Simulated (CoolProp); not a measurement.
Vapour-liquid equilibrium of n-perfluorobutane (1) + R365MFC (2) at 10.65 °C; x and y are mole fractions of (1).

Model: multi-fluid Helmholtz-energy mixture model, Gao 2022 and Lemmon 2016; pair parameters Bell 2016, in CoolProp.

Q: Give the bubble pressure and the first vapour's composition at x = 0.05, 0.125, 0.65. Is there an azeotrope?

A: x = 0.05: 0.06479 MPa, y = 0.540; x = 0.125: 0.09724 MPa, y = 0.706; x = 0.65: 0.1474 MPa, y = 0.848. No azeotrope shows between x = 0.05 and 0.95.

Pair parameters are fitted to limited data, so mixtures are less certain than the pure fluids. With so large a gap from Raoult's law the liquid may split in two, which this calculation doesn't test in full.
